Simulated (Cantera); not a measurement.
Standard-state values (1 bar) from the NASA 1993 polynomials, evaluated with Cantera. Values are per mole of reaction as written; species without (g) are pure solids or liquids, kept so even where they would boil at 1 bar.

Between 2423 and 2723 K, where is each reaction favourable under standard conditions?
- 2 B + 2 O(g) ⇌ B2O2(g)


- 2 B + 2 O(g) ⇌ B2O2(g): ΔG° is -692 kJ at 2423 K and -643 kJ at 2723 K; it stays negative (K > 1). ΔH° is -1092 kJ and ΔS° -165 J/K at 2723 K.
